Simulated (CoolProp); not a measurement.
R245fa at 250.01 K and 0.00717 MPa flows at 0.5 m/s in a round tube of 10 mm bore and 0.25 µm roughness, fully developed (64/Re and Nu = 3.66 if laminar; Colebrook and Gnielinski if turbulent). Each further row changes one setting.

Model: reference Helmholtz-energy equation of state, Akasaka 2015, in CoolProp.

| case | Reynolds number | Darcy friction factor | pressure drop (Pa/m) | heat-transfer coefficient (W/(m² K)) | mass flow (kg/h) |
|---|---|---|---|---|---|
| as stated | 236 | 0.271 | 1.58 | 4.30 | 0.0657 |
| velocity 1 m/s | 472 | 0.136 | 3.15 | 4.30 | 0.131 |
| diameter 20 mm | 472 | 0.136 | 0.394 | 2.15 | 0.263 |

Viscosity comes from a separate model (Bell 2016), an estimate that may be off by 10 % or more. Thermal conductivity comes from a separate model (Huber 2003), an estimate that may be off by 10 % or more.
